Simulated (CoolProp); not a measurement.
A simple Rankine cycle with R245fa: condensing at 315.15 K, boiler at 1.14 MPa, turbine inlet 370.5 K, turbine efficiency 0.85, pump efficiency 0.7, no recuperator. Each further row changes one setting.

Values from CoolProp's reference Helmholtz-energy equation of state, Akasaka 2015.

| case | thermal efficiency (%) | net work (kJ/kg) | heat in (kJ/kg) | turbine exit temperature (K) | volume ratio over the turbine |
|---|---|---|---|---|---|
| as stated | 10.1 | 22.1 | 219 | 331.5 | 4.57 |
| turbine inlet 390.5 K | 10.0 | 24.3 | 243 | 353.5 | 4.41 |
| condensing temperature 307.15 K | 11.5 | 26.3 | 230 | 325.7 | 5.94 |
| boiler pressure 0.798 MPa | 7.9 | 17.9 | 226 | 343.4 | 3.03 |
| turbine efficiency 0.75 | 8.8 | 19.4 | 219 | 334.3 | 4.61 |
